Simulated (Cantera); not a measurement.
## NO annealing gas

An isothermal, constant-pressure homogeneous reactor starts with 87.7 % NO, 12.3 % N₂, at 2000 K and 0.420 bar.

Cantera simulation using GRI-Mech 3.0 (53 species, 325 reactions); the numbers are that mechanism's predictions, not measurements.

| t (s) | x NO | x O | x NO₂ | x N₂ | x O₂ | x N₂O |
|---|---|---|---|---|---|---|
| 3.00e-5 | 0.877 | 9.57e-6 | 1.86e-6 | 0.123 | 8.61e-8 | 1.11e-5 |
| 8.22e-5 | 0.877 | 2.13e-5 | 1.07e-5 | 0.123 | 6.04e-7 | 2.96e-5 |
| 0.000225 | 0.877 | 4.41e-5 | 4.61e-5 | 0.123 | 4.78e-6 | 7.53e-5 |
| 0.000616 | 0.877 | 9.13e-5 | 0.000138 | 0.123 | 4.90e-5 | 0.000170 |
| 0.00169 | 0.876 | 0.000135 | 0.000225 | 0.123 | 0.000389 | 0.000291 |
| 0.00462 | 0.873 | 0.000148 | 0.000248 | 0.125 | 0.00164 | 0.000340 |
| 0.0127 | 0.866 | 0.000161 | 0.000273 | 0.128 | 0.00518 | 0.000335 |
| 0.0346 | 0.847 | 0.000191 | 0.000328 | 0.138 | 0.0148 | 0.000316 |
| 0.0949 | 0.795 | 0.000253 | 0.000428 | 0.164 | 0.0407 | 0.000272 |
| 0.260 | 0.667 | 0.000362 | 0.000536 | 0.228 | 0.104 | 0.000184 |
| 0.711 | 0.421 | 0.000508 | 0.000490 | 0.351 | 0.227 | 6.94e-5 |
| 1.95 | 0.148 | 0.000630 | 0.000218 | 0.487 | 0.364 | 8.42e-6 |
| 5.33 | 0.0303 | 0.000676 | 4.80e-5 | 0.546 | 0.423 | 5.84e-7 |
| 14.6 | 0.0106 | 0.000683 | 1.69e-5 | 0.556 | 0.433 | 2.93e-7 |
| 40.0 | 0.00929 | 0.000684 | 1.49e-5 | 0.557 | 0.433 | 2.84e-7 |
x: mole fraction; the columns are a selection and need not sum to one.

Equilibrium at this temperature and pressure: NO 0.00928, O 0.000684, NO₂ 1.49e-5, N₂ 0.557, O₂ 0.433, N₂O 2.84e-7 (gas phase only).
